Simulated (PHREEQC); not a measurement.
0.1 mol of Fluorite (CaF2) is brought to equilibrium with 1 kg of water holding 0.01 mol NaCl, at 12 °C, the pH being set by adding NaOH or HCl. Oxygen is held at 0.21 atm. The system is closed to CO2. Solids allowed: Fluorite. Others were left out.

Model: ion-association model, wateq4f.dat, run in PHREEQC.

### Question
Predict CaOH+ (mol/kgw), HF (mol/kgw) at pH = 5.8, 7.15, 8.5, 8.95.

### Answer
```tsv
pH	CaOH+ (mol/kgw)	HF (mol/kgw)
5.8	1.54e-11	6.75e-7
7.15	3.45e-10	3.02e-8
8.5	7.73e-9	1.35e-9
8.95	2.18e-8	4.78e-10
```

At this temperature some constants are extrapolated from 25 °C, and those without enthalpy data are left unchanged.
